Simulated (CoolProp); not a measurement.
Properties of cis-2-butene at several states.

The numbers come from the reference Helmholtz-energy equation of state, Lemmon 2005 in CoolProp. It is a short technical equation, of lower accuracy than the large ones.

| T (K) | p (MPa) | phase | Z | speed of sound (m/s) | Joule-Thomson coefficient (K/MPa) | isothermal compressibility (1/MPa) | expansivity (1/kK) | fugacity coefficient |
|---|---|---|---|---|---|---|---|---|
| 450.8 | 4.97 | supercritical | 0.4106 | 147.0 | 13.64 | 0.8853 | 43.85 | 0.6454 |
| 207 | 0.226 | liquid | 0.01031 | 1493 | -0.4926 | 0.0009303 | 1.444 | 0.01056 |
| 383 | 0.0442 | gas | 0.9944 | 247.8 | 13.32 | 22.75 | 2.659 | 0.9945 |
| 458.2 | 0.0563 | gas | 0.9961 | 269.6 | 7.579 | 17.83 | 2.211 | 0.9961 |
| 150.5 | 1.21 | liquid | 0.07013 | 1839 | -0.5149 | 0.0005587 | 1.347 | 4.297e-6 |
| 143.4 | 1.86 | liquid | 0.1120 | 1885 | -0.5134 | 0.0005239 | 1.340 | 8.921e-7 |
